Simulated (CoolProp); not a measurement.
Vapour-liquid equilibrium of cyclopropane (1) + R134a (2) at 0.817 MPa; x and y are mole fractions of (1).

The numbers come from the multi-fluid Helmholtz-energy mixture model, Polt 1992 and Tillner-Roth 1994; pair parameters Bell 2016 in CoolProp. This equation is an older, rougher fit; its heat capacities, sound speeds and derivatives of the liquid may be far off and weren't checked against measurements.

**Question.** Give the bubble temperature and the first vapour's composition at x = 0.35, 0.65, 0.95. Is there an azeotrope?

**Answer.** x = 0.35: 294.0 K, y = 0.452; x = 0.65: 293.1 K, y = 0.603; x = 0.95: 299.4 K, y = 0.886. y crosses x between x = 0.55 and 0.65: the model has an azeotrope there.

Pair parameters are fitted to limited data, so mixtures are less certain than the pure fluids.
